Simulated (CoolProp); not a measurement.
Saturated liquid density (kg/m³) of 1-butene: the reference equation beside estimates from Tc = 146.1 °C, pc = 4.006 MPa, ω = 0.192. Rackett uses Z = 0.29056 − 0.08775 ω.

The numbers come from the reference Helmholtz-energy equation of state, Lemmon 2005 in CoolProp. It is a short technical equation, of lower accuracy than the large ones.

| T (°C) | reference | Rackett | van der Waals | Peng-Robinson |
|---|---|---|---|---|
| 52.75 | 551.4 | 547.5 | 341.1 | 569.7 |
| 57.65 | 544.3 | 540.5 | 336.6 | 560.7 |
| 62.55 | 537.2 | 533.3 | 332.0 | 551.4 |
| 67.45 | 529.7 | 525.9 | [?] | 541.7 |
| 72.35 | 522.1 | 518.3 | 322.3 | 531.5 |
| 77.25 | 514.2 | 510.4 | 317.2 | 520.9 |
| 82.15 | 506.0 | 502.2 | 311.9 | [?] |
| 87.05 | 497.5 | 493.7 | 306.4 | 498.2 |
| 91.95 | 488.6 | 484.9 | 300.6 | 485.9 |
| 96.75 | 479.5 | 475.8 | 294.7 | 473.3 |
| 101.65 | [?] | 466.1 | 288.4 | 459.6 |
| 106.55 | 459.3 | 455.8 | 281.7 | 445.0 |
| 111.45 | 448.2 | 444.7 | 274.5 | 429.4 |
| 116.35 | 436.2 | 432.9 | 266.9 | 412.6 |

**Question.** What belongs in the gaps?

**Answer.** 
- 67.45, van der Waals: 327.2
- 82.15, Peng-Robinson: 509.8
- 101.65, reference: 469.7

Absolute difference from the reference over all 14 rows, mean and median: Rackett 0.7 and 0.8 %, van der Waals 38.4 and 38.4 %, Peng-Robinson 2.3 and 2.2 %.
